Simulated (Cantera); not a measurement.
An isothermal, constant-pressure homogeneous reactor starts with C2H6 : N2 = 1 : 54 (molar parts), at 1000 K and 1.00 bar. Integrator tolerance rtol = 1e-08.

Model: GRI-Mech 3.0 (53 species, 325 reactions), integrated in Cantera. GRI-Mech 3.0 stops at C3 and has no aromatics, soot or wall deposition, so with more carbon than oxygen in the feed, carbon stays in small species such as C2H2 where larger ones or solid carbon would form.

| quantity | before | after |
|---|---|---|
| x(C2H6) at 60.0 s | 0.000706 (gas-phase equilibrium 2.05e-5) | 0.000132 (gas-phase equilibrium 4.90e-6) |
| x(H2) at 60.0 s | 0.0174 (gas-phase equilibrium 0.00347) | 0.0197 (gas-phase equilibrium 0.00967) |
| x(C2H2) at 60.0 s | 0.00146 (gas-phase equilibrium 0.00124) | 0.00293 (gas-phase equilibrium 0.00226) |
| x(C2H) at 60.0 s | <1e-12 (gas-phase equilibrium <1e-12) | <1e-12 (gas-phase equilibrium <1e-12) |
| x(H) at 60.0 s | 8.22e-9 (gas-phase equilibrium 1.35e-10) | 2.75e-8 (gas-phase equilibrium 6.23e-10) |
| x(CH4) at 60.0 s | 0.00117 (gas-phase equilibrium 0.0201) | 0.000954 (gas-phase equilibrium 0.0164) |

### Question
What was changed between the two runs?
A) pressure from 1.00 bar to 97.5 Torr
B) N2 54 to 25 parts
C) temperature 1000 to 1048 K
D) temperature 1000 to 1175 K

### Answer
A, pressure from 1.00 bar to 97.5 Torr
